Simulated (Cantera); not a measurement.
Input: 1 mol V, 0.79 mol NH3, 7.3 mol H2, equilibrated at 2723.15 K and 2000 Pa.

Cantera equilibrium calculation (NASA polynomials, part measured and part estimated; ideal gas, pure solids and liquids). Candidate condensed phases: V, VN; 11 gas species. Rates play no part.

Q: What is the equilibrium state?

A: x(H2): 0.555
x(H): 0.327
x(V): 0.0847
x(N2): 0.0334
x(VN): 3.44e-6
x(N): 2.52e-6
gas amount: 11.81 mol
log10 activity of V(l) (absent): -0.47
